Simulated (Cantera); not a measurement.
An isothermal, constant-pressure homogeneous reactor starts with 98.3 % N₂O, 1.67 % H₂O, at 1400 K and 20.0 Torr.

Model: GRI-Mech 3.0 (53 species, 325 reactions), integrated in Cantera. GRI-Mech 3.0 was tuned for natural gas; its chemistry of N2O as a main component is partial and can be far from experiment. Radical loss at walls, strong at low pressure, is not modelled. The temperature is held fixed by assumption; the heat of reaction is taken as removed at once.

x: mole fraction; the columns are a selection and need not sum to one.

| t (s) | x N₂O | x H₂O | x HO₂ | x OH | x H | x NO |
|---|---|---|---|---|---|---|
| 7.00e-5 | 0.983 | 0.0167 | 1.16e-9 | 2.05e-7 | 4.19e-11 | 1.45e-6 |
| 0.000218 | 0.983 | 0.0167 | 2.67e-8 | 1.40e-6 | 7.05e-10 | 1.00e-5 |
| 0.000679 | 0.983 | 0.0167 | 4.22e-7 | 6.37e-6 | 4.21e-9 | 4.78e-5 |
| 0.00211 | 0.982 | 0.0167 | 3.87e-6 | 1.94e-5 | 1.43e-8 | 0.000170 |
| 0.00658 | 0.979 | 0.0167 | 1.20e-5 | 4.16e-5 | 3.26e-8 | 0.000539 |
| 0.0205 | 0.970 | 0.0166 | 9.83e-6 | 5.85e-5 | 4.22e-8 | 0.00162 |
| 0.0638 | 0.942 | 0.0164 | 5.97e-6 | 6.99e-5 | 4.53e-8 | 0.00485 |
| 0.199 | … | 0.0160 | … | 7.94e-5 | 4.82e-8 | … |
| 0.619 | 0.663 | 0.0149 | 1.02e-6 | 8.38e-5 | 5.73e-8 | 0.0376 |
| 1.93 | 0.322 | 0.0130 | 2.43e-7 | 8.06e-5 | 8.20e-8 | 0.0774 |
| 6.00 | … | … | … | … | … | … |

**Question.** Fill in the missing entries.

**Answer.** 
- 0.199, x N₂O: 0.861
- 0.199, x HO₂: 2.89e-6
- 0.199, x NO: 0.0143
- 6.00, x N₂O: 0.0481
- 6.00, x H₂O: 0.0114
- 6.00, x HO₂: 3.31e-8
- 6.00, x OH: 7.26e-5
- 6.00, x H: 1.15e-7
- 6.00, x NO: 0.108
